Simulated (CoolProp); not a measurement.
Vapour-liquid equilibrium of R134a (1) + R245fa (2) at 331 K; x and y are mole fractions of (1).

The numbers come from the multi-fluid Helmholtz-energy mixture model, Tillner-Roth 1994 and Akasaka 2015; pair parameters Akasaka 2014 in CoolProp.

Q: Give the bubble pressure and the first vapour's composition at x = 0.05, 0.2, 0.5. Is there an azeotrope?

A: x = 0.05: 486.7 kPa, y = 0.138; x = 0.2: 643.7 kPa, y = 0.424; x = 0.5: 970.0 kPa, y = 0.733. No azeotrope shows between x = 0.05 and 0.95.

Pair parameters are fitted to limited data, so mixtures are less certain than the pure fluids.
